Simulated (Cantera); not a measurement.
Input: 1 mol Si, 5.3 mol HCl, 0.86 mol N2, held at 727 °C and 6.80 Pa.

Method: chemical equilibrium by Gibbs-energy minimisation in Cantera with the NASA 1993 tables (ideal gas, pure condensed phases). Candidate condensed phases: NH4Cl, Si, Si3N4; 28 gas species. N2 is the only nitrogen source here; it is nearly inert below about 1500 K, so the nitride shown seldom forms there in practice. The tables' values for SiCl3 are old estimates; treat these amounts as uncertain. Rates play no part.

Base state: HCl 0.560, H2 0.220, N2 0.110, SiCl4 0.108, SiCl3 0.00135, SiCl2 0.000407, SiHCl3 0.000300 (mole fractions); condensed: Si3N4(s).

Problem. What changes in the equilibrium state with this change: temperature from 727 °C to 1450 °C?

Solution. 
```csv
species,before,after
HCl,0.560,0.506
H2,0.220,0.166
SiCl2,0.000407,0.158
SiCl4,0.108,1.61e-5
Cl,3.06e-7,0.0213
N2,0.110,0.137
SiCl,<1e-9,0.000610
Si,<1e-9,0.000426
H,1.29e-7,0.00901
"Si3N4(s), mol",0.138,0
```
The tables' values for SiCl3, SiCl are old estimates; treat these amounts as uncertain.

Problem. What changes in the equilibrium state with this change: temperature from 727 °C to 1127 °C?

Solution. 
```
species          before     after
-------------  --------  --------
HCl               0.560     0.526
H2                0.220     0.169
SiCl2          0.000407     0.153
SiCl4             0.108   0.00179
N2                0.110     0.140
Cl              3.06e-7  0.000621
H               1.29e-7  0.000243
SiHCl3         0.000300   4.08e-5
SiCl3           0.00135   0.00805
Si3N4(s), mol     0.138         0
```
